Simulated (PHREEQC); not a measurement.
Dissolve 1.9 mmol/kgw H2SO4 and 22 mmol/kgw FeSO4 at 65 °C. Closed to the air; pH follows from the charge balance.

Equilibrium calculation in PHREEQC: ion-association model, phreeqc.dat.

No solid was allowed to form.

Question: Order these Fe species by the share of Fe that they hold, largest first: Fe+2, FeHSO4+, FeSO4.

Answer: Fe+2 (55 %), FeSO4 (44 %), FeHSO4+ (0.65 %)

Question: Order these S species by the share of S that they hold, largest first: SO4-2, HSO4-, FeSO4, FeHSO4+.

Answer: SO4-2 (50 %), FeSO4 (40 %), HSO4- (9.0 %), FeHSO4+ (0.60 %)

The pH is 2.90 and the ionic strength 0.0501 mol/kgw. Away from 25 °C the constants follow the database's enthalpies or fits; those with neither stay at their 25 °C values.
